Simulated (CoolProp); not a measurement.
Vapour pressure (kPa) of cis-2-butene: the reference equation beside estimates from Tc = 435.8 K, pc = 4236 kPa, ω = 0.202.

Computed with CoolProp (reference Helmholtz-energy equation of state, Lemmon 2005). It is a short technical equation, of lower accuracy than the large ones.

```json
[
 {"T (K)": "294.6", "reference": "190.3", "Lee-Kesler": "190.2", "Peng-Robinson": "190.4"},
 {"T (K)": "302.6", "reference": "246.0", "Lee-Kesler": "246.5", "Peng-Robinson": "(withheld)"},
 {"T (K)": "310.6", "reference": "313.4", "Lee-Kesler": "314.6", "Peng-Robinson": "313.0"},
 {"T (K)": "318.6", "reference": "(withheld)", "Lee-Kesler": "396.0", "Peng-Robinson": "393.2"},
 {"T (K)": "326.6", "reference": "489.1", "Lee-Kesler": "492.1", "Peng-Robinson": "488.3"},
 {"T (K)": "334.6", "reference": "(withheld)", "Lee-Kesler": "(withheld)", "Peng-Robinson": "599.7"},
 {"T (K)": "342.6", "reference": "729.7", "Lee-Kesler": "734.8", "Peng-Robinson": "(withheld)"},
 {"T (K)": "350.6", "reference": "878.4", "Lee-Kesler": "884.5", "Peng-Robinson": "878.9"}
]
```

### Question
Some entries are withheld; supply them.

### Answer

- 302.6, Peng-Robinson: 245.8
- 318.6, reference: 394.0
- 334.6, reference: 600.5
- 334.6, Lee-Kesler: 604.5
- 342.6, Peng-Robinson: 729.3

Absolute difference from the reference over all 8 rows, mean and median: Lee-Kesler 0.5 and 0.6 %, Peng-Robinson 0.1 and 0.1 %.
